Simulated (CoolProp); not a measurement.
Properties of nitrogen along the isobar 4.54 MPa (Tc = 126.2 K, pc = 3.396 MPa, ω = 0.037).

Values from CoolProp's reference Helmholtz-energy equation of state, Span 2000.

```json
[
 {"T (K)": "101.9", "phase": "liquid", "Z": "0.2144", "expansivity (1/kK)": "7.896", "Prandtl number": "1.67"},
 {"T (K)": "121.1", "phase": "liquid", "Z": "0.2240", "expansivity (1/kK)": "17.70", "Prandtl number": "1.98"},
 {"T (K)": "140.4", "phase": "supercritical", "Z": "0.5785", "expansivity (1/kK)": "37.57", "Prandtl number": "1.75"},
 {"T (K)": "159.7", "phase": "supercritical", "Z": "0.7712", "expansivity (1/kK)": "14.10", "Prandtl number": "1.05"},
 {"T (K)": "178.9", "phase": "supercritical", "Z": "0.8566", "expansivity (1/kK)": "9.414", "Prandtl number": "0.905"},
 {"T (K)": "198.2", "phase": "supercritical", "Z": "0.9064", "expansivity (1/kK)": "7.281", "Prandtl number": "0.840"},
 {"T (K)": "217.4", "phase": "supercritical", "Z": "0.9382", "expansivity (1/kK)": "6.036", "Prandtl number": "0.804"},
 {"T (K)": "236.7", "phase": "supercritical", "Z": "0.9599", "expansivity (1/kK)": "5.199", "Prandtl number": "0.781"},
 {"T (K)": "255.9", "phase": "supercritical", "Z": "0.9752", "expansivity (1/kK)": "4.596", "Prandtl number": "0.765"},
 {"T (K)": "275.2", "phase": "supercritical", "Z": "0.9863", "expansivity (1/kK)": "4.132", "Prandtl number": "0.753"},
 {"T (K)": "294.4", "phase": "supercritical", "Z": "0.9945", "expansivity (1/kK)": "3.766", "Prandtl number": "0.744"},
 {"T (K)": "313.7", "phase": "supercritical", "Z": "1.001", "expansivity (1/kK)": "3.465", "Prandtl number": "0.736"},
 {"T (K)": "332.9", "phase": "supercritical", "Z": "1.005", "expansivity (1/kK)": "3.214", "Prandtl number": "0.730"},
 {"T (K)": "352.2", "phase": "supercritical", "Z": "1.009", "expansivity (1/kK)": "3.000", "Prandtl number": "0.725"}
]
```

Viscosity comes from a separate model (Lemmon 2004). Thermal conductivity comes from a separate model (Lemmon 2004).
